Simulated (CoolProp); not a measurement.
C3F8 (R218) at several states: Z from the reference equation and from simpler models built on Tc = 345.0 K, pc = 2.640 MPa, ω = 0.317; each cubic takes its own stable root.

Computed with CoolProp (reference Helmholtz-energy equation of state, Lemmon 2006). It is a short technical equation, of lower accuracy than the large ones.

```csv
T (K),p (MPa),phase,reference,van der Waals,Peng-Robinson
226.4,9.17,liquid,0.5439,0.8300,0.5031
295.5,0.0139,gas,0.9970,0.9977,0.9968
380.5,0.0116,gas,0.9990,0.9990,0.9988
192.5,10.9,liquid,0.7113,1.104,0.6654
172.9,0.0502,liquid,0.003565,0.9720,0.003373
```

At some of these states van der Waals gives the other phase, because its saturation line lies elsewhere.
